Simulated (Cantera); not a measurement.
An isothermal, constant-pressure homogeneous reactor starts with N₂O : O₂ = 1 : 0.15 (molar parts), at 1623 K and 33.0 Torr. Integrator tolerance rtol = 1e-08.

Model: GRI-Mech 3.0 (53 species, 325 reactions), integrated in Cantera. GRI-Mech 3.0 was tuned for natural gas; its chemistry of N2O as a main component is partial and can be far from experiment. Radical loss at walls, strong at low pressure, is not modelled. The temperature is held fixed by assumption; the heat of reaction is taken as removed at once.

**Question.** What does this change do: temperature 1623 to 1150 K?

**Answer.** 
| quantity | before | after |
|---|---|---|
| x(N₂O) at 200 s | 6.18e-6 (gas-phase equilibrium 2.80e-8) | 0.0895 (gas-phase equilibrium 2.11e-9) |
| x(O₂) at 200 s | 0.321 (gas-phase equilibrium 0.393) | 0.344 (gas-phase equilibrium 0.394) |
| x(NO) at 200 s | 0.146 (gas-phase equilibrium 0.00257) | 0.0457 (gas-phase equilibrium 0.000159) |
| x(O) at 200 s | 5.20e-5 (gas-phase equilibrium 5.72e-5) | 6.88e-7 (gas-phase equilibrium 2.50e-8) |
| x(NO₂) at 200 s | 0.000143 (gas-phase equilibrium 2.78e-6) | 3.37e-5 (gas-phase equilibrium 9.86e-7) |
| x(N₂) at 200 s | 0.533 (gas-phase equilibrium 0.605) | 0.521 (gas-phase equilibrium 0.606) |
The mechanism lacks the step 2 NO + O2 → 2 NO2, which can matter for NO2 below about 1400 K.

**Question.** What does this change do: temperature 1623 to 1350 K?

**Answer.** 
```
quantity                                           before                                     after
---------------  ----------------------------------------  ----------------------------------------
x(N₂O) at 200 s   6.18e-6 (gas-phase equilibrium 2.80e-8)   2.61e-6 (gas-phase equilibrium 7.79e-9)
x(O₂) at 200 s        0.321 (gas-phase equilibrium 0.393)       0.343 (gas-phase equilibrium 0.394)
x(NO) at 200 s      0.146 (gas-phase equilibrium 0.00257)    0.101 (gas-phase equilibrium 0.000653)
x(O) at 200 s     5.20e-5 (gas-phase equilibrium 5.72e-5)   1.19e-6 (gas-phase equilibrium 1.27e-6)
x(NO₂) at 200 s  0.000143 (gas-phase equilibrium 2.78e-6)  0.000239 (gas-phase equilibrium 1.67e-6)
x(N₂) at 200 s        0.533 (gas-phase equilibrium 0.605)       0.556 (gas-phase equilibrium 0.606)
```
The mechanism lacks the step 2 NO + O2 → 2 NO2, which can matter for NO2 below about 1400 K.
